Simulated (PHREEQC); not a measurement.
Dissolve 91 mmol/kgw NaH2PO4 and 0.29 mmol/kgw Na2SO4 at 61 °C. Closed to the air; pH follows from the charge balance.

Model: ion-association model, wateq4f.dat, run in PHREEQC.

Precipitation was switched off in this run.

Question: Order these S species by the share of S that they hold, largest first: NaSO4-, SO4-2, HSO4-.

Answer: SO4-2 (83 %), NaSO4- (17 %), HSO4- (0.28 %)

The pH is 4.51 and the ionic strength 0.0922 mol/kgw. Species that the database lacks are ignored. H3PO4, which wateq4f.dat lacks, is added to it with the constant of phreeqc.dat. At this temperature some constants are extrapolated from 25 °C, and those without enthalpy data are left unchanged.
